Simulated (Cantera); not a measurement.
What does this Cantera script print?

```python
import numpy as np
import cantera as ct

gas_names = """
    H HI HNO HNO2 HNO3 HO2 H2 H2O H2O2 I I2 Mg MgH MgI MgI2 MgN MgO MgOH MgO2H2 Mg2 N NH NH2 NH3 NH2OH
    NO NO2 NO3 N2 N2H2 N2H4 N2O O OH O2 O3
""".split()
cond_names = """
    H2O(s) H2O(L) I2(cr) I2(L) Mg(cr) Mg(L) MgI2(s) MgI2(L) MgO(s) MgO(L) MgO2H2(s)
""".split()


def load(file, names, dense=False):
    # The tables refer to 1 bar. Condensed volumes are neglected.
    table = {s.name: s for s in ct.Species.list_from_file(file)}
    out = []
    for n in names:
        d = dict(table[n].input_data)
        d["thermo"] = dict(d["thermo"], **{"reference-pressure": 1e5})
        if dense:
            d["equation-of-state"] = {"model": "constant-volume", "density": "1e6 g/cm^3"}
        out.append(ct.Species.from_dict(d))
    return out


gas = ct.Solution(thermo="ideal-gas", species=load("nasa_gas.yaml", gas_names))
cond = {s.name: ct.Solution(thermo="fixed-stoichiometry", species=[s], name=s.name)
        for s in load("nasa_condensed.yaml", cond_names, dense=True)}
atoms = {
    'MgO': {'Mg': 1, 'O': 1},
    'HI': {'H': 1, 'I': 1},
    'N2': {'N': 2},
}
top_T = {}  # K; cautious upper limits of use, not melting points


def equilibrate(T, P, feed):
    n = {}
    for name, mol in feed.items():
        for a, k in atoms[name].items():
            n[a] = n.get(a, 0.0) + k * mol
    gas.TPX = T, P, n
    mass = sum(n.values()) * gas.mean_molecular_weight
    gas.equilibrate("TP")
    valid = [c for c in cond.values() if c.min_temp <= T <= top_T.get(c.name, c.max_temp)]
    mix = ct.Mixture([(gas, mass / gas.mean_molecular_weight)] + [(c, 0.0) for c in valid])
    mix.T, mix.P = T, P
    mix.equilibrate("TP", solver="vcs", rtol=1e-11, max_steps=5000)
    return mix


results = []
feed = {'MgO': 1, 'HI': 0.02, 'N2': 0.056}  # mol
P = 1333.22  # Pa
for T in [1048, 1098, 1148, 1198, 1248, 1298, 1348, 1398, 1448, 1498, 1548]:
    mix = equilibrate(T, P, feed)
    results.append((T, P, feed, dict(zip(mix.species_names, mix.species_moles))))
    x = sorted(zip(gas.X, gas.species_names), reverse=True)
    print(f"T = {T:g} K  P = {P:g} Pa  gas = {mix.phase_moles(0):.4g} mol")
    print("   x: " + "  ".join(f"{s} {v:.3e}" for v, s in x if v > 0.001))
    print("   condensed (mol): " + ("  ".join(f"{mix.phase(i).name} {mix.phase_moles(i):.4g}"
          for i in range(1, mix.n_phases) if mix.phase_moles(i) > 1e-12) or "none"))
```

It prints:

```
T = 1048 K  P = 1333.22 Pa  gas = 0.07933 mol
   x: N2 7.059e-01  HI 1.393e-01  I 8.404e-02  H2 5.511e-02  I2 1.309e-02  H2O 1.303e-03  MgI2 1.303e-03
   condensed (mol): MgO(s) 0.9999
T = 1098 K  P = 1333.22 Pa  gas = 0.08026 mol
   x: N2 6.977e-01  HI 1.210e-01  I 1.063e-01  H2 6.248e-02  I2 9.351e-03  H2O 1.625e-03  MgI2 1.625e-03
   condensed (mol): MgO(s) 0.9999
T = 1148 K  P = 1333.22 Pa  gas = 0.08116 mol
   x: N2 6.900e-01  I 1.272e-01  HI 1.026e-01  H2 6.999e-02  I2 6.414e-03  H2O 1.914e-03  MgI2 1.914e-03
   condensed (mol): MgO(s) 0.9998
T = 1198 K  P = 1333.22 Pa  gas = 0.08197 mol
   x: N2 6.832e-01  I 1.457e-01  HI 8.543e-02  H2 7.713e-02  I2 4.285e-03  H2O 2.149e-03  MgI2 2.149e-03
   condensed (mol): MgO(s) 0.9998
T = 1248 K  P = 1333.22 Pa  gas = 0.08267 mol
   x: N2 6.774e-01  I 1.614e-01  H2 8.353e-02  HI 7.020e-02  I2 2.825e-03  H2O 2.322e-03  MgI2 2.322e-03
   condensed (mol): MgO(s) 0.9998
T = 1298 K  P = 1333.22 Pa  gas = 0.08326 mol
   x: N2 6.726e-01  I 1.744e-01  H2 8.904e-02  HI 5.725e-02  H2O 2.435e-03  MgI2 2.434e-03  I2 1.856e-03
   condensed (mol): MgO(s) 0.9998
T = 1348 K  P = 1333.22 Pa  gas = 0.08374 mol
   x: N2 6.687e-01  I 1.848e-01  H2 9.364e-02  HI 4.656e-02  H2O 2.497e-03  MgI2 2.493e-03  I2 1.224e-03
   condensed (mol): MgO(s) 0.9998
T = 1398 K  P = 1333.22 Pa  gas = 0.08413 mol
   x: N2 6.657e-01  I 1.932e-01  H2 9.740e-02  HI 3.789e-02  H2O 2.520e-03  MgI2 2.509e-03
   condensed (mol): MgO(s) 0.9998
T = 1448 K  P = 1333.22 Pa  gas = 0.08444 mol
   x: N2 6.632e-01  I 1.998e-01  H2 1.004e-01  HI 3.095e-02  H2O 2.515e-03  MgI2 2.491e-03
   condensed (mol): MgO(s) 0.9998
T = 1498 K  P = 1333.22 Pa  gas = 0.08469 mol
   x: N2 6.613e-01  I 2.051e-01  H2 1.029e-01  HI 2.541e-02  H2O 2.496e-03  MgI2 2.443e-03
   condensed (mol): MgO(s) 0.9998
T = 1548 K  P = 1333.22 Pa  gas = 0.08489 mol
   x: N2 6.597e-01  I 2.092e-01  H2 1.048e-01  HI 2.101e-02  H2O 2.478e-03  MgI2 2.366e-03
   condensed (mol): MgO(s) 0.9998
```

Cantera equilibrium calculation (NASA polynomials, part measured and part estimated; ideal gas, pure solids and liquids).
